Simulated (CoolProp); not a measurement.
Vapour-liquid equilibrium of isobutane (1) + isobutene (2) at 352.9 K; x and y are mole fractions of (1).

Values from CoolProp's multi-fluid Helmholtz-energy mixture model, Bücker 2006 and Lemmon 2005; pair parameters Bell 2016.

```csv
x,"bubble pressure, mixture model (kPa)","bubble pressure, Raoult's law (kPa)","y, mixture model","y, Raoult's law"
0.05,1227,1224,0.055,0.055
0.15,1244,1236,0.162,0.162
0.25,1259,1248,0.266,0.268
0.35,1273,1260,0.367,0.371
0.45,1286,1271,0.467,0.473
0.55,1298,1283,0.565,0.573
0.65,1308,1295,0.662,0.671
0.75,1318,1307,0.759,0.767
0.85,1326,1319,0.855,0.861
0.95,1334,1331,0.952,0.954
```

The largest gap from Raoult's law is +1.2 % in bubble pressure, at x = 0.45. No azeotrope shows between x = 0.05 and 0.95.

The pair parameters rest on a limited set of measurements; away from them the model extrapolates.
